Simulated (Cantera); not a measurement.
# Silicon oxide and oxynitride deposition: SiH4 + N2O + H2

A closed system holds: 1 mol SiH4, 9.2 mol N2O, a varied amount of H2, held at 550 K and 0.580 bar.

These are equilibrium values from Cantera (NASA tables, ideal gas, pure condensed phases), not measurements of a reactor. Candidate condensed phases: H2O, Si, SiO2, Si2N2O, Si3N4; 35 gas species. Equilibrium is a limit: real reactors are often held back by kinetics, nucleation or transport.

| n(H2) (mol) | log p N2 | log p H2 | log p H2O | log p O2 | log p NH3 | n SiO2(α-quartz) |
|---|---|---|---|---|---|---|
| 3.6 | -0.47 | <-12 | -0.68 | -1.53 | <-12 | 1.00 |
| 5.6 | -0.50 | -1.86 | -0.60 | <-12 | -4.02 | 1.00 |
| 7.5 | -0.54 | -1.16 | -0.65 | <-12 | -2.98 | 1.00 |
| 9.5 | -0.59 | -0.93 | -0.69 | <-12 | -2.66 | 1.00 |
| 11 | -0.62 | -0.83 | -0.72 | <-12 | -2.53 | 1.00 |
| 13 | -0.66 | -0.74 | -0.76 | <-12 | -2.41 | 1.00 |
| 15 | -0.69 | -0.67 | -0.79 | <-12 | -2.33 | 1.00 |
| 17 | -0.73 | -0.63 | -0.83 | <-12 | -2.28 | 1.00 |
| 19 | -0.76 | -0.59 | -0.85 | <-12 | -2.23 | 1.00 |
| 21 | -0.78 | -0.56 | -0.88 | <-12 | -2.20 | 1.00 |
| 23 | -0.81 | -0.53 | -0.91 | <-12 | -2.18 | 1.00 |
| 25 | -0.84 | -0.51 | -0.93 | <-12 | -2.16 | 1.00 |
| 27 | -0.86 | -0.49 | -0.96 | <-12 | -2.14 | 1.00 |
log p: log10 of the partial pressure in bar; n: condensed amount in mol.

From 3.6 mol H2 to 27 mol H2 the condensed part is SiO2(α-quartz).
